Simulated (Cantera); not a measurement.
## Equilibrium for fluorocarbon and chlorocarbon gases: CCl₄ + F₂ + H₂

Feed: 1 mol CCl₄, 1.5 mol F₂, 0.7 mol H₂, equilibrated at 10.0 mbar.

Equilibrium computed with Cantera from the NASA thermochemical tables; the gas is ideal and each condensed phase is pure. Candidate condensed phases: C, C₆H₆, C₇H₈, C₈H₁₈; 135 gas species. Ions and electrons are included (thermal ionisation). The tables' values for CCl are old estimates; treat these amounts as uncertain. Kinetics and transport are ignored.

From 2227 °C to 2727 °C the condensed part is C(graphite). From 2977 °C to 4727 °C nothing is condensed. The main C-bearing gas is CF₂ at 2227 °C and C at 4727 °C.

```csv
T (°C),x Cl,x F,x HF,x H,x C,x CF₂,x C₃,x CF,n C(graphite)
2227,0.587,0.168,0.204,0.000161,1.66e-5,0.0320,4.97e-5,0.00548,0.743
2477,0.571,0.202,0.196,0.00171,0.000378,0.00945,0.00169,0.0132,0.801
2727,0.538,0.205,0.173,0.0130,0.00507,0.00255,0.0312,0.0238,0.00487
2977,0.510,0.241,0.125,0.0503,0.0187,0.000462,0.0253,0.0185,0
3227,0.471,0.281,0.0608,0.102,0.0486,9.33e-5,0.0128,0.0128,0
3477,0.442,0.304,0.0217,0.132,0.0828,1.56e-5,0.00293,0.00655,0
3727,0.431,0.314,0.00729,0.143,0.0989,2.25e-6,0.000338,0.00262,0
3977,0.427,0.317,0.00262,0.147,0.104,3.54e-7,3.63e-5,0.00103,0
4227,0.426,0.318,0.00103,0.148,0.105,6.57e-8,4.59e-6,0.000434,0
4477,0.426,0.319,0.000443,0.149,0.106,1.44e-8,7.04e-7,0.000197,0
4727,0.426,0.319,0.000207,0.149,0.106,3.63e-9,1.29e-7,9.67e-5,0
```
x: gas mole fraction; n: condensed amount in mol.
